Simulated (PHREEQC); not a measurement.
PHREEQC input (ion-association model, wateq4f.dat):

```
SOLUTION_MASTER_SPECIES
  An  An-  0  An  62.0  # stands for a non-complexing anion
SOLUTION_SPECIES
  An- = An-
    -log_k 0
    -gamma 3.0 0
PHASES
  Fix_H+
    H+ = H+
    -log_k 0
SOLUTION 1
  temp 25
  units mmol/kgw
  pH 7 charge
  Na 50
  An 50
END
SELECTED_OUTPUT 1
  -reset false
  -pH true
  -pe true
  -ionic_strength true
  -water true
  -totals Na
  -molalities Hfo_wOH Hfo_wOH2+ Hfo_wO- Hfo_sOH Hfo_sOH2+ Hfo_sO-
USER_PUNCH 1
  -headings sigma psi
  10 PUNCH EDL("sigma", "Hfo"), EDL("psi", "Hfo")
PRINT
  -reset false
USE solution 1
SURFACE 1
  Hfo_wOH 2.92135e-05 600 0.013
  Hfo_sOH 7.30337e-07
EQUILIBRIUM_PHASES 1
  Fix_H+ -3 HAn 10
    -force_equality true
  O2(g) -0.68 10
END
# ... the last block is repeated for the other 12 points of pH, with NaOH or the acid as the point needs
```

Selected output (columns that matter, 13 of 13 rows; pH added in front):

```
pH	mu	Na	m_Hfo_wOH	m_Hfo_wOH2+	m_Hfo_wO-	m_Hfo_sOH	m_Hfo_sOH2+	m_Hfo_sO-	sigma	psi
3	0.051187	0.05	1.0487e-06	2.8164e-05	8.946e-10	2.6218e-08	7.041e-07	2.2365e-11	0.35711	0.16924
3.5	0.050384	0.05	2.7824e-06	2.6424e-05	6.7116e-09	6.9559e-08	6.6061e-07	1.6779e-10	0.33498	0.16637
4	0.050129	0.05	5.9766e-06	2.3202e-05	3.5268e-08	1.4941e-07	5.8004e-07	8.8171e-10	0.29376	0.15978
4.5	0.050047	0.05	1.0173e-05	1.8915e-05	1.2535e-07	2.5433e-07	4.7287e-07	3.1337e-09	0.23826	0.14911
5	0.050019	0.05	1.4321e-05	1.457e-05	3.2244e-07	3.5802e-07	3.6426e-07	8.0611e-09	0.18067	0.13502
5.5	0.050009	0.05	1.7662e-05	1.0895e-05	6.5592e-07	4.4156e-07	2.7238e-07	1.6398e-08	0.12984	0.1183
6	0.050005	0.05	1.996e-05	8.1304e-06	1.1226e-06	4.9901e-07	2.0326e-07	2.8065e-08	0.08886	0.099386
6.5	0.050003	0.05	2.1325e-05	6.2116e-06	1.6771e-06	5.3312e-07	1.5529e-07	4.1928e-08	0.057499	0.078422
7	0.050001	0.05	2.2022e-05	4.9444e-06	2.247e-06	5.5055e-07	1.2361e-07	5.6175e-08	0.034204	0.055532
7.5	0.050001	0.05	2.2326e-05	4.1081e-06	2.7796e-06	5.5815e-07	1.027e-07	6.9489e-08	0.016846	0.031067
8	0.050001	0.050001	2.2422e-05	3.5095e-06	3.2818e-06	5.6055e-07	8.7738e-08	8.2044e-08	0.002888	0.0056452
8.5	0.050004	0.050005	2.2387e-05	3.0014e-06	3.8253e-06	5.5967e-07	7.5035e-08	9.5631e-08	-0.010447	-0.019955
9	0.050013	0.050014	2.2191e-05	2.487e-06	4.5358e-06	5.5477e-07	6.2176e-08	1.134e-07	-0.02598	-0.04493
```

Species that the database lacks are ignored. The oxide is taken as insoluble; below pH 4 it would dissolve.
